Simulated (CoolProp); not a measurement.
Vapour pressure (bar) of trans-2-butene: the reference equation beside estimates from Tc = 428.6 K, pc = 40.19 bar, ω = 0.210.

Model: reference Helmholtz-energy equation of state, Lemmon 2005, in CoolProp. It is a short technical equation, of lower accuracy than the large ones.

```
T (K)  reference  Lee-Kesler  Peng-Robinson
-----  ---------  ----------  -------------
324.1      4.944       4.974          4.933
327.3      5.373       5.409          5.365
330.5      5.830       5.872          5.824
333.8      6.331       6.379          6.329
337        6.846       6.901          6.848
340.2      7.392       7.454          7.399
343.5      7.989       8.057          8.002
346.7      8.601       8.675          8.620
349.9      9.246       9.327          9.274
353.1      9.927       10.01          9.964
356.4      10.67       10.76          10.71
359.6      11.42       11.52          11.48
362.8      12.22       12.33          12.29
366        13.06       13.17          13.14
369.3      13.96       14.08          14.06
```

Absolute difference from the reference over all 15 rows, mean and median: Lee-Kesler 0.8 and 0.8 %, Peng-Robinson 0.3 and 0.2 %.
